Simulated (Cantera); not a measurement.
Thermodynamics of nitride etching, feed BN + O2

Feed: 1 mol BN, 6.4 mol O2, equilibrated at 1650 °C.

Equilibrium computed with Cantera from the NASA thermochemical tables; the gas is ideal and each condensed phase is pure. Candidate condensed phases: B, BN, B2O3; 17 gas species. Rates play no part.

| P (Pa) | x O2 | x O | x N2 | x BO2 | x B2O3 | x NO | x BO | x NO2 | n B2O3(l) |
|---|---|---|---|---|---|---|---|---|---|
| 1 | 0.722 | 0.0974 | 0.0683 | 0.0747 | 0.0312 | 0.00336 | 0.00277 | 3.90e-8 | 0 |
| 5.20 | 0.779 | 0.0444 | 0.0706 | 0.0588 | 0.0425 | 0.00354 | 0.000921 | 9.77e-8 | 0 |
| 27 | 0.809 | 0.0198 | 0.0718 | 0.0434 | 0.0518 | 0.00364 | 0.000293 | 2.33e-7 | 0 |
| 140 | 0.825 | 0.00880 | 0.0724 | 0.0308 | 0.0588 | 0.00369 | 9.04e-5 | 5.44e-7 | 0 |
| 720 | 0.834 | 0.00390 | 0.0728 | 0.0214 | 0.0639 | 0.00372 | 2.75e-5 | 1.25e-6 | 0 |
| 3700 | 0.839 | 0.00173 | 0.0730 | 0.0146 | 0.0675 | 0.00374 | 8.27e-6 | 2.85e-6 | 0 |
| 19000 | 0.842 | 0.000763 | 0.0731 | 0.00990 | 0.0700 | 0.00375 | 2.47e-6 | 6.49e-6 | 0 |
| 100000 | 0.898 | 0.000343 | 0.0777 | 0.00326 | 0.0169 | 0.00399 | 3.43e-7 | 1.64e-5 | 0.384 |
x: gas mole fraction; n: condensed amount in mol.

From 1.00 Pa to 19000 Pa nothing is condensed. At 100000 Pa the condensed part is B2O3(l). The main B-bearing gas is BO2 at 1.00 Pa and B2O3 at 100000 Pa.
